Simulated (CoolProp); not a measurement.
Vapour pressure (bar) of diethyl ether: the reference equation beside estimates from Tc = 467.9 K, pc = 37.17 bar, ω = 0.282. Clausius-Clapeyron is anchored at 332.3 K with a constant enthalpy of vaporisation of 24.86 kJ/mol.

Model: reference Helmholtz-energy equation of state, Thol 2014, in CoolProp.

```json
[
 {"T (K)": "318.1", "reference": "1.450", "Lee-Kesler": "1.437", "Clausius-Clapeyron": "1.512", "van der Waals": "6.409", "Soave-Redlich-Kwong": "1.436"},
 {"T (K)": "325.2", "reference": "1.820", "Lee-Kesler": "1.807", "Clausius-Clapeyron": "1.856", "van der Waals": "7.185", "Soave-Redlich-Kwong": "1.806"},
 {"T (K)": "332.3", "reference": "2.259", "Lee-Kesler": "2.247", "Clausius-Clapeyron": "2.259", "van der Waals": "8.019", "Soave-Redlich-Kwong": "2.246"},
 {"T (K)": "339.3", "reference": "2.768", "Lee-Kesler": "2.757", "Clausius-Clapeyron": "2.720", "van der Waals": "8.901", "Soave-Redlich-Kwong": "2.756"},
 {"T (K)": "346.4", "reference": "3.367", "Lee-Kesler": "3.360", "Clausius-Clapeyron": "3.259", "van der Waals": "9.857", "Soave-Redlich-Kwong": "3.360"},
 {"T (K)": "353.5", "reference": "4.061", "Lee-Kesler": "4.056", "Clausius-Clapeyron": "3.876", "van der Waals": "10.88", "Soave-Redlich-Kwong": "4.059"},
 {"T (K)": "360.6", "reference": "4.857", "Lee-Kesler": "4.855", "Clausius-Clapeyron": "4.578", "van der Waals": "11.96", "Soave-Redlich-Kwong": "4.864"},
 {"T (K)": "367.7", "reference": "5.764", "Lee-Kesler": "5.766", "Clausius-Clapeyron": "5.373", "van der Waals": "13.12", "Soave-Redlich-Kwong": "5.785"},
 {"T (K)": "374.8", "reference": "6.793", "Lee-Kesler": "6.798", "Clausius-Clapeyron": "6.268", "van der Waals": "14.34", "Soave-Redlich-Kwong": "6.830"},
 {"T (K)": "381.9", "reference": "7.952", "Lee-Kesler": "7.960", "Clausius-Clapeyron": "7.270", "van der Waals": "15.63", "Soave-Redlich-Kwong": "8.011"},
 {"T (K)": "389", "reference": "9.252", "Lee-Kesler": "9.263", "Clausius-Clapeyron": "8.387", "van der Waals": "16.99", "Soave-Redlich-Kwong": "9.337"},
 {"T (K)": "396.1", "reference": "10.70", "Lee-Kesler": "10.72", "Clausius-Clapeyron": "9.626", "van der Waals": "18.42", "Soave-Redlich-Kwong": "10.82"},
 {"T (K)": "403.2", "reference": "12.32", "Lee-Kesler": "12.33", "Clausius-Clapeyron": "10.99", "van der Waals": "19.92", "Soave-Redlich-Kwong": "12.47"},
 {"T (K)": "410.3", "reference": "14.11", "Lee-Kesler": "14.13", "Clausius-Clapeyron": "12.50", "van der Waals": "21.50", "Soave-Redlich-Kwong": "14.30"},
 {"T (K)": "417.4", "reference": "16.08", "Lee-Kesler": "16.10", "Clausius-Clapeyron": "14.15", "van der Waals": "23.16", "Soave-Redlich-Kwong": "16.32"}
]
```

Absolute difference from the reference over all 15 rows, mean and median: Lee-Kesler 0.3 and 0.1 %, Clausius-Clapeyron 6.5 and 6.8 %, van der Waals 151.3 and 127.6 %, Soave-Redlich-Kwong 0.7 and 0.7 %.
